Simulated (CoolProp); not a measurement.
A simple Rankine cycle with sulfur dioxide: condensing at 318.15 K, boiler at 2.78 MPa, turbine inlet 523.1 K, turbine efficiency 0.75, pump efficiency 0.7, no recuperator. Each further row changes one setting.

Computed with CoolProp (reference Helmholtz-energy equation of state, Gao 2016).

| case | thermal efficiency (%) | net work (kJ/kg) | heat in (kJ/kg) | turbine exit temperature (K) | volume ratio over the turbine |
|---|---|---|---|---|---|
| as stated | 11.6 | 54.7 | 473 | 430.0 | 3.23 |
| condensing temperature 310.15 K | 13.1 | 63.3 | 485 | 415.9 | 3.98 |
| boiler pressure 1.95 MPa | 8.9 | 42.6 | 479 | 454.5 | 2.36 |
| turbine efficiency 0.65 | 9.9 | 47.1 | 473 | 440.3 | 3.31 |
